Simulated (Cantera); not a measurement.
A closed system holds: 1 mol Fe2O3, 0.29 mol H2O, held at 8.25 Torr.

Method: chemical equilibrium by Gibbs-energy minimisation in Cantera with the NASA 1993 tables (ideal gas, pure condensed phases). Candidate condensed phases: Fe, FeO, Fe(OH)2, Fe(OH)3, Fe2O3, Fe3O4, H2O; 12 gas species. Mutual solubility and eutectic melting of coexisting phases are not modelled. Kinetics and transport are ignored.

log p: log10 of the partial pressure in bar; n: condensed amount in mol.

```tsv
T (K)	log p H2O	log p O2	log p OH	log p O	n Fe2O3(s)	n Fe3O4(s)
973	-1.96	-8.46	-9.60	<-13	1.00	0
1023	-1.96	-8.02	-9.06	…	1.00	0
1073	-1.96	-7.63	-8.58	…	1.00	0
1123	-1.96	-7.28	-8.14	…	1.00	0
1173	-1.96	-6.83	-7.70	…	1.000	0
1223	-1.96	-5.97	-7.19	…	1.000	0.000103
1273	-1.96	-5.18	-6.72	…	0.999	0.000688
1323	-1.96	-4.45	-6.29	…	0.994	0.00372
1373	-1.97	-3.78	-5.89	…	0.973	0.0178
1423	-1.99	-3.16	-5.53	…	0.882	0.0789
1473	-2.08	-2.57	-5.22	…	0.441	0.373
1523	-2.16	-2.40	-5.03	…	0	0.667
1573	-2.16	-2.40	-4.85	…	0	0.667
```

Task: Some entries are withheld; supply them.

Result: 
- 1023, log p O: -13.52
- 1073, log p O: -12.72
- 1123, log p O: -11.99
- 1173, log p O: -11.27
- 1223, log p O: -10.38
- 1273, log p O: -9.56
- 1323, log p O: -8.80
- 1373, log p O: -8.10
- 1423, log p O: -7.45
- 1473, log p O: -6.84
- 1523, log p O: -6.46
- 1573, log p O: -6.18
